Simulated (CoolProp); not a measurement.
Vapour-liquid equilibrium of R1234ze(E) (1) + n-pentane (2) at 342.5 K; x and y are mole fractions of (1).

Computed with CoolProp (multi-fluid Helmholtz-energy mixture model, Thol 2016 and Thol 2019; pair parameters Bell 2016).

| x | bubble pressure, mixture model (kPa) | bubble pressure, Raoult's law (kPa) | y, mixture model | y, Raoult's law |
|---|---|---|---|---|
| 0.05 | ? | 344.1 | 0.320 | 0.231 |
| 0.15 | 631.6 | 474.9 | ? | 0.501 |
| 0.25 | 815.3 | 605.8 | 0.685 | 0.655 |
| 0.35 | 963.0 | 736.7 | 0.747 | 0.754 |
| 0.45 | 1083 | 867.6 | 0.789 | 0.823 |
| 0.55 | 1184 | 998.5 | 0.821 | 0.874 |
| 0.65 | 1276 | 1129 | 0.852 | 0.914 |
| 0.75 | ? | 1260 | 0.884 | 0.945 |
| 0.85 | ? | 1391 | 0.921 | 0.970 |
| 0.95 | 1544 | 1522 | 0.970 | 0.991 |

Task: Complete the blanks.

Result: 
- 0.05, bubble pressure, mixture model (kPa): 406.6
- 0.15, y, mixture model: 0.576
- 0.75, bubble pressure, mixture model (kPa): 1364
- 0.85, bubble pressure, mixture model (kPa): 1454

The largest gap from Raoult's law is +34.6 % in bubble pressure, at x = 0.25. No azeotrope shows between x = 0.05 and 0.95.

Pair parameters are fitted to limited data, so mixtures are less certain than the pure fluids.
